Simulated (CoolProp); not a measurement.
Aqueous potassium acetate as a coolant, at -16 °C, 1 atm.

Model: Melinder's fits for secondary coolants, in CoolProp.

```tsv
mass %	freezing point (°C)	cp (kJ/(kg K))	viscosity (mPa s)	conductivity (W/(m K))	Prandtl number
27	___	3.245	7.14	0.462	___
30.6	___	3.139	8.34	0.453	___
34.3	-30.6	3.031	9.99	0.444	68.2
38	___	2.925	12.2	0.435	81.8
41.6	-45.4	2.826	14.9	0.427	___
```

### Question
What belongs in the gaps?

### Answer

- 27, freezing point (°C): -18.7
- 27, Prandtl number: 50.2
- 30.6, freezing point (°C): -24.1
- 30.6, Prandtl number: 57.8
- 38, freezing point (°C): -38.0
- 41.6, Prandtl number: 98.9
